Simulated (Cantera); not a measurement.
# Low-pressure radical oxidation in H2/O2

An isothermal, constant-pressure homogeneous reactor starts with 1.16 % H2, 68.2 % O2, 30.7 % N2, at 975 K and 20.0 Torr.

Computed with Cantera and GRI-Mech 3.0 (53 species, 325 reactions). Radical loss at walls, strong at low pressure, is not modelled.

```
t (s)         x H2   x O2       x O     x N2O       x H     x NO
--------  --------  -----  --------  --------  --------  -------
0.000700    0.0116  0.682  7.72e-11    <1e-12  3.02e-11   <1e-12
0.00202     0.0116  0.682   1.17e-9    <1e-12  3.23e-10   <1e-12
0.00582     0.0116  0.682   7.67e-7    <1e-12   2.05e-7   <1e-12
0.0168    0.000704  0.676   0.00354  5.52e-10  0.000940  5.23e-9
0.0483     2.93e-5  0.679  0.000804   1.88e-9   4.36e-5  8.55e-9
0.139      3.94e-6  0.680  0.000131   2.57e-9   2.65e-6  8.65e-9
0.402      5.22e-7  0.680   1.87e-5   2.86e-9   1.45e-7  8.63e-9
1.16       6.59e-8  0.680   2.91e-6   2.98e-9   9.02e-9  8.60e-9
3.34       9.05e-9  0.680   5.60e-7   3.04e-9  7.69e-10  8.60e-9
9.63       1.66e-9  0.680   1.34e-7   3.08e-9  8.97e-11  8.61e-9
27.8      4.02e-10  0.680   3.72e-8   3.10e-9  1.31e-11  8.63e-9
80.0      1.14e-10  0.680   1.13e-8   3.12e-9  2.19e-12  8.64e-9
```
x: mole fraction; the columns are a selection and need not sum to one.

Equilibrium at this temperature and pressure: H2 3.55e-12, O2 0.680, O 3.67e-10, N2O 2.30e-10, H <1e-12, NO 2.67e-5 (gas phase only).
